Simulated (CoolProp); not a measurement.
Vapour-liquid equilibrium of R113 (1) + acetone (2) at 413.3 K; x and y are mole fractions of (1).

The numbers come from the multi-fluid Helmholtz-energy mixture model, Marx 1992 and Lemmon 2006; pair parameters Bell 2016 in CoolProp.

Task: Give the bubble pressure and the first vapour's composition at x = 0.15, 0.85, 0.95. Is there an azeotrope?

Result: x = 0.15: 1.045 MPa, y = 0.210; x = 0.85: 1.106 MPa, y = 0.809; x = 0.95: 1.053 MPa, y = 0.927. y crosses x between x = 0.55 and 0.65: the model has an azeotrope there.

Pair parameters are fitted to limited data, so mixtures are less certain than the pure fluids.
